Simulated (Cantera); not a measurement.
Cantera with NASA thermochemical tables; ideal gases at 1 bar, condensed phases pure. Values are per mole of reaction as written; species without (g) are pure solids or liquids, kept so even where they would boil at 1 bar.

**Question.** Between 373 and 598 K, where is each reaction favourable under standard conditions?
- 8 H(g) + Ni₃S₄ = 3 Ni + 4 H₂S(g)

**Answer.** 
- 8 H(g) + Ni₃S₄ = 3 Ni + 4 H₂S(g): ΔG° is -1452 kJ at 373 K and -1397 kJ at 598 K; it stays negative (K > 1). ΔH° is -1560 kJ and ΔS° -273 J/K at 598 K.
